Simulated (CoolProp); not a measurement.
Vapour pressure (bar) of methanol: the reference equation beside estimates from Tc = 240.2 °C, pc = 82.16 bar, ω = 0.565. Clausius-Clapeyron is anchored at 59.65 °C with a constant enthalpy of vaporisation of 35.58 kJ/mol.

Values from CoolProp's reference Helmholtz-energy equation of state, de Reuck 1993.

```tsv
T (°C)	reference	Lee-Kesler	Clausius-Clapeyron	van der Waals	Redlich-Kwong	Peng-Robinson
46.35	0.4743	0.4320	0.4890	8.786	2.445	0.4548
59.65	0.8352	0.7905	0.8352	11.00	3.627	0.8203
73.05	1.406	1.370	1.374	13.58	5.200	1.406
86.35	2.260	2.248	2.170	16.50	7.207	2.286
99.75	3.510	3.540	3.328	19.84	9.740	3.576
113.05	5.253	5.342	4.941	23.55	12.83	5.376
126.45	7.654	7.815	7.165	27.71	16.57	7.848
139.75	10.83	11.06	10.12	32.28	20.98	11.11
153.15	15.01	15.30	14.01	37.34	26.19	15.37
166.45	20.33	20.64	18.98	42.82	32.15	20.77
```

Absolute difference from the reference over all 10 rows, mean and median: Lee-Kesler 2.8 and 2.0 %, Clausius-Clapeyron 4.7 and 5.6 %, van der Waals 599.8 and 406.8 %, Redlich-Kwong 190.3 and 160.9 %, Peng-Robinson 2.1 and 2.3 %.
